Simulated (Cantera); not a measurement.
**Equilibrium for chlorosilane synthesis and conversion: SiCl4 + HCl + H2**

Charge: 1 mol SiCl4, 1.1 mol HCl, 0.32 mol H2, held at 0.760 bar.

Equilibrium computed with Cantera from the NASA thermochemical tables; the gas is ideal and each condensed phase is pure. Candidate condensed phases: Si; 19 gas species. The tables' values for SiCl3 are old estimates; treat these amounts as uncertain. Rates play no part.

```tsv
T (K)	x HCl	x SiCl4	x H2	x SiCl3	x SiHCl3
525	0.455	0.413	0.132	<1e-12	4.34e-7
625	0.455	0.413	0.132	1.38e-10	5.81e-6
725	0.455	0.413	0.132	1.52e-8	3.71e-5
825	0.455	0.413	0.132	5.29e-7	0.000148
925	0.455	0.413	0.132	8.41e-6	0.000434
1025	0.456	0.412	0.131	7.69e-5	0.00102
1125	0.457	0.411	0.130	0.000467	0.00203
1225	0.460	0.407	0.127	0.00207	0.00352
1325	0.466	0.398	0.122	0.00703	0.00534
1425	0.481	0.379	0.111	0.0185	0.00684
```
x: gas mole fraction; nothing condenses.

From 525 K to 1425 K nothing is condensed. The main Si-bearing gas is SiCl4 throughout.
